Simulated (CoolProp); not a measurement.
Vapour pressure (bar) of fluorine: the reference equation beside estimates from Tc = -128.7 °C, pc = 52.40 bar, ω = 0.045.

Computed with CoolProp (reference Helmholtz-energy equation of state, de Reuck 1990).

| T (°C) | reference | van der Waals | Soave-Redlich-Kwong | Peng-Robinson |
|---|---|---|---|---|
| -160.45 | 10.59 | 17.89 | 10.75 | 10.70 |
| -158.25 | 12.14 | 19.58 | 12.33 | ? |
| -156.05 | 13.84 | 21.37 | 14.07 | 13.97 |
| -153.95 | 15.62 | 23.17 | ? | 15.77 |
| -151.75 | 17.66 | 25.16 | 17.96 | 17.82 |
| -149.55 | 19.88 | 27.25 | 20.22 | 20.06 |
| -147.45 | 22.18 | 29.34 | ? | 22.38 |
| -145.25 | 24.78 | 31.64 | 25.20 | ? |
| -143.15 | 27.47 | 33.93 | 27.92 | 27.73 |
| -140.95 | 30.52 | 36.44 | 30.99 | 30.79 |
| -138.75 | 33.80 | 39.05 | 34.28 | 34.09 |
| -136.65 | 37.17 | 41.66 | 37.65 | 37.47 |
| -134.45 | 40.97 | 44.49 | 41.41 | 41.26 |
| -132.25 | 45.07 | 47.44 | 45.43 | 45.32 |

### Question
Complete the blanks.

### Answer

- -158.25, Peng-Robinson: 12.25
- -153.95, Soave-Redlich-Kwong: 15.88
- -147.45, Soave-Redlich-Kwong: 22.56
- -145.25, Peng-Robinson: 25.01

Absolute difference from the reference over all 14 rows, mean and median: van der Waals 32.6 and 30.0 %, Soave-Redlich-Kwong 1.5 and 1.6 %, Peng-Robinson 0.9 and 0.9 %.
